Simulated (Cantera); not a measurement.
## Adiabatic ignition

An adiabatic, constant-volume homogeneous reactor starts with 35.3 % H₂, 13.6 % O₂, 51.1 % N₂, equivalence ratio 1.3, at 1548 K and 7500 Torr.

Model: GRI-Mech 3.0 (53 species, 325 reactions), integrated in Cantera. The hydrogen kinetics of GRI-Mech 3.0 are dated; newer H2 mechanisms differ, most at raised pressure. Above 3000 K some thermodynamic fits are extrapolated.

```json
[
 {"t (s)": "3.00e-6", "T (K)": "3285", "P (bar)": "19.0", "x H₂": "0.104", "x O₂": "0.00424", "x N₂O": "1.20e-6", "x H₂O₂": "1.91e-6", "x H": "0.0273"},
 {"t (s)": "6.29e-6", "T (K)": "3289", "P (bar)": "19.0", "x H₂": "0.105", "x O₂": "0.00394", "x N₂O": "1.24e-6", "x H₂O₂": "1.85e-6", "x H": "0.0266"},
 {"t (s)": "1.32e-5", "T (K)": "3282", "P (bar)": "19.0", "x H₂": "0.106", "x O₂": "0.00368", "x N₂O": "1.32e-6", "x H₂O₂": "1.77e-6", "x H": "0.0263"},
 {"t (s)": "2.77e-5", "T (K)": "3276", "P (bar)": "19.0", "x H₂": "0.107", "x O₂": "0.00347", "x N₂O": "1.45e-6", "x H₂O₂": "1.69e-6", "x H": "0.0260"},
 {"t (s)": "5.80e-5", "T (K)": "3274", "P (bar)": "19.0", "x H₂": "0.108", "x O₂": "0.00341", "x N₂O": "1.49e-6", "x H₂O₂": "1.68e-6", "x H": "0.0259"},
 {"t (s)": "0.000122", "T (K)": "3274", "P (bar)": "19.0", "x H₂": "0.108", "x O₂": "0.00341", "x N₂O": "1.49e-6", "x H₂O₂": "1.67e-6", "x H": "0.0259"},
 {"t (s)": "0.000255", "T (K)": "3274", "P (bar)": "19.0", "x H₂": "0.108", "x O₂": "0.00341", "x N₂O": "1.49e-6", "x H₂O₂": "1.67e-6", "x H": "0.0259"},
 {"t (s)": "0.000535", "T (K)": "3274", "P (bar)": "19.0", "x H₂": "0.108", "x O₂": "0.00341", "x N₂O": "1.49e-6", "x H₂O₂": "1.67e-6", "x H": "0.0259"},
 {"t (s)": "0.00112", "T (K)": "3274", "P (bar)": "19.0", "x H₂": "0.108", "x O₂": "0.00341", "x N₂O": "1.49e-6", "x H₂O₂": "1.67e-6", "x H": "0.0259"},
 {"t (s)": "0.00235", "T (K)": "3274", "P (bar)": "19.0", "x H₂": "0.108", "x O₂": "0.00341", "x N₂O": "1.49e-6", "x H₂O₂": "1.67e-6", "x H": "0.0259"},
 {"t (s)": "0.00493", "T (K)": "3274", "P (bar)": "19.0", "x H₂": "0.108", "x O₂": "0.00341", "x N₂O": "1.49e-6", "x H₂O₂": "1.67e-6", "x H": "0.0259"},
 {"t (s)": "0.0103", "T (K)": "3274", "P (bar)": "19.0", "x H₂": "0.108", "x O₂": "0.00341", "x N₂O": "1.49e-6", "x H₂O₂": "1.67e-6", "x H": "0.0259"},
 {"t (s)": "0.0217", "T (K)": "3274", "P (bar)": "19.0", "x H₂": "0.108", "x O₂": "0.00341", "x N₂O": "1.49e-6", "x H₂O₂": "1.67e-6", "x H": "0.0259"},
 {"t (s)": "0.0455", "T (K)": "3274", "P (bar)": "19.0", "x H₂": "0.108", "x O₂": "0.00341", "x N₂O": "1.49e-6", "x H₂O₂": "1.67e-6", "x H": "0.0259"},
 {"t (s)": "0.0954", "T (K)": "3274", "P (bar)": "19.0", "x H₂": "0.108", "x O₂": "0.00341", "x N₂O": "1.49e-6", "x H₂O₂": "1.67e-6", "x H": "0.0259"},
 {"t (s)": "0.200", "T (K)": "3274", "P (bar)": "19.0", "x H₂": "0.108", "x O₂": "0.00341", "x N₂O": "1.49e-6", "x H₂O₂": "1.67e-6", "x H": "0.0259"}
]
```
x: mole fraction; the columns are a selection and need not sum to one.

* **time of steepest temperature rise**: 1.21 µs
* **temperature at 0.200 s**: 3274 K
* **equilibrium temperature**: 3274 K
* **x(H₂) at 0.200 s**: 0.108 (gas-phase equilibrium 0.108)
* **x(O₂) at 0.200 s**: 0.00341 (gas-phase equilibrium 0.00341)
* **x(N₂O) at 0.200 s**: 1.49e-6 (gas-phase equilibrium 1.49e-6)
